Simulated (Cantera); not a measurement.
An adiabatic, constant-volume homogeneous reactor starts with 1.72 % CH4, 0.241 % CO, 9.92 % O2, 87.3 % N2, 0.862 % CO2, at 1750 K and 5.92 atm.

Computed with Cantera and GRI-Mech 3.0 (53 species, 325 reactions).

x: mole fraction; the columns are a selection and need not sum to one.

```tsv
t (s)	T (K)	P (bar)	x CH4	x CO	x O2	x NO	x H2O2	x C2H4
9.00e-6	1750	6.00	0.0172	0.00241	0.0991	1.18e-11	(withheld)	2.90e-7
3.54e-5	1759	6.03	0.0152	0.00276	0.0978	4.93e-10	(withheld)	0.000106
0.000139	2231	7.65	<1e-12	0.000751	0.0631	4.84e-5	(withheld)	<1e-12
0.000548	2239	7.67	<1e-12	0.000317	0.0631	0.000100	8.85e-8	<1e-12
0.00216	2239	7.67	<1e-12	0.000316	0.0630	0.000290	8.83e-8	<1e-12
0.00849	2237	7.66	<1e-12	0.000313	0.0627	0.000993	8.76e-8	<1e-12
0.0334	2230	7.64	<1e-12	0.000303	0.0616	0.00317	8.53e-8	<1e-12
0.131	2220	7.61	<1e-12	0.000289	0.0599	0.00656	8.18e-8	<1e-12
0.517	2218	7.60	<1e-12	0.000285	0.0595	0.00738	8.10e-8	<1e-12
2.03	2218	7.60	<1e-12	0.000285	0.0595	0.00738	8.10e-8	<1e-12
8.00	2218	7.60	<1e-12	0.000285	0.0595	0.00738	8.10e-8	<1e-12
```

**Question.** Some entries are withheld; supply them.

**Answer.** 
- 9.00e-6, x H2O2: 2.11e-8
- 3.54e-5, x H2O2: 3.75e-7
- 0.000139, x H2O2: 1.01e-7
